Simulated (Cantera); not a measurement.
**Ignition delay**

Mixture: CH4 : O2 : N2 = 1 : 2.9 : 20 (molar parts), at 3.26 atm, adiabatic and at constant volume. Ignition delay is the time to a rise of 400 K.

Detailed kinetics in Cantera: GRI-Mech 3.0 (53 species, 325 reactions).

```json
[
 {"T0 (K)": "1073", "delay (ms)": "130"},
 {"T0 (K)": "1148", "delay (ms)": "44.1"},
 {"T0 (K)": "1223", "delay (ms)": "16.1"},
 {"T0 (K)": "1298", "delay (ms)": "6.29"},
 {"T0 (K)": "1373", "delay (ms)": "2.60"},
 {"T0 (K)": "1448", "delay (ms)": "1.13"},
 {"T0 (K)": "1523", "delay (ms)": "0.523"},
 {"T0 (K)": "1598", "delay (ms)": "0.258"},
 {"T0 (K)": "1673", "delay (ms)": "0.136"},
 {"T0 (K)": "1748", "delay (ms)": "0.0771"}
]
```

```yaml
apparent activation energy between 1598 and 1748 K: 190 kJ/mol
```
